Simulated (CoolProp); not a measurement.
Vapour-liquid equilibrium of cis-2-butene (1) + acetone (2) at 70.55 °C; x and y are mole fractions of (1).

Model: multi-fluid Helmholtz-energy mixture model, Lemmon 2005 and Lemmon 2006; pair parameters Bell 2016, in CoolProp.

Task: Give the bubble pressure and the first vapour's composition at x = 0.2, 0.65, 0.95. Is there an azeotrope?

Result: x = 0.2: 395.1 kPa, y = 0.636; x = 0.65: 640.5 kPa, y = 0.848; x = 0.95: 735.7 kPa, y = 0.967. No azeotrope shows between x = 0.05 and 0.95.

Pair parameters are fitted to limited data, so mixtures are less certain than the pure fluids.
